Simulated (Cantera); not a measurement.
An isothermal, constant-pressure homogeneous reactor starts with NO : N2 = 1 : 0.21 (molar parts), at 1775 K and 203 Torr. Integrator tolerance rtol = 1e-08.

Cantera simulation using GRI-Mech 3.0 (53 species, 325 reactions); the numbers are that mechanism's predictions, not measurements.

What does this change do: NO 1 to 0.19 parts?


| quantity | before | after |
|---|---|---|
| x(NO) at 3.00 s | 0.647 (gas-phase equilibrium 0.00461) | 0.409 (gas-phase equilibrium 0.00398) |
| x(N2) at 3.00 s | 0.263 (gas-phase equilibrium 0.584) | 0.558 (gas-phase equilibrium 0.760) |
| x(NO2) at 3.00 s | 0.000584 (gas-phase equilibrium 8.85e-6) | 0.000230 (gas-phase equilibrium 5.79e-6) |
| x(O) at 3.00 s | 5.91e-5 (gas-phase equilibrium 0.000119) | 3.69e-5 (gas-phase equilibrium 8.99e-5) |
| x(O2) at 3.00 s | 0.0892 (gas-phase equilibrium 0.411) | 0.0328 (gas-phase equilibrium 0.235) |
| x(N2O) at 3.00 s | 0.000156 (gas-phase equilibrium 1.19e-7) | 6.44e-5 (gas-phase equilibrium 1.17e-7) |
